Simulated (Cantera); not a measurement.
An adiabatic, constant-volume homogeneous reactor starts with CH4 : O2 : N2 = 1 : 2.74 : 10.3 (molar parts), at 1350 K and 0.770 atm.

Computed with Cantera and GRI-Mech 3.0 (53 species, 325 reactions).

Q: Predict: time of steepest temperature rise; temperature at 0.800 s; equilibrium temperature; x(O2) at 0.800 s; x(OH) at 0.800 s; x(H2O) at 0.800 s; x(CO2) at 0.800 s.

A: 
```
Quantity                                                           Value
---------------------------------  -------------------------------------
time of steepest temperature rise                                6.20 ms
temperature at 0.800 s                                            2714 K
equilibrium temperature                                           2714 K
x(O2) at 0.800 s                   0.0497 (gas-phase equilibrium 0.0497)
x(OH) at 0.800 s                   0.0183 (gas-phase equilibrium 0.0183)
x(H2O) at 0.800 s                    0.121 (gas-phase equilibrium 0.121)
x(CO2) at 0.800 s                  0.0507 (gas-phase equilibrium 0.0507)
```
